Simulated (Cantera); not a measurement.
Gas mixture: 69.4 % O2, 17.6 % N2O, 12.9 % CO2, at 2.70 bar, frozen composition.

Cantera's kinetic-theory transport with the Lennard-Jones parameters of GRI-Mech 3.0, ideal gas; thermal conductivity in the mixture-averaged form. The composition is frozen, though it would react at the higher temperatures.

D: mixture-averaged diffusion coefficient of that species in the mixture.

```
T (K)  ρ (kg/m³)  cp (J/kg/K)  μ (µPa s)  λ (mW/m/K)     Pr  D (cm²/s) N2  D (cm²/s) C2H2  D (cm²/s) H
-----  ---------  -----------  ---------  ----------  -----  ------------  --------------  -----------
400         2.90        947.1       23.3        31.0  0.713         0.119          0.0955        0.736
600         1.93         1036       31.7        45.8  0.716         0.239           0.197         1.50
800         1.45         1103       38.8        59.5  0.720         0.389           0.324         2.45
1000        1.16         1149          …           …  0.721             …               …            …
1200       0.965         1180          …           …  0.721             …               …            …
1400       0.827         1205       56.6        94.6  0.721         0.993           0.835         6.29
```

Question: What belongs in the gaps?

Answer: 
- 1000, μ (µPa s): 45.2
- 1000, λ (mW/m/K): 72.0
- 1000, D (cm²/s) N2: 0.566
- 1000, D (cm²/s) C2H2: 0.474
- 1000, D (cm²/s) H: 3.58
- 1200, μ (µPa s): 51.1
- 1200, λ (mW/m/K): 83.6
- 1200, D (cm²/s) N2: 0.768
- 1200, D (cm²/s) C2H2: 0.645
- 1200, D (cm²/s) H: 4.86
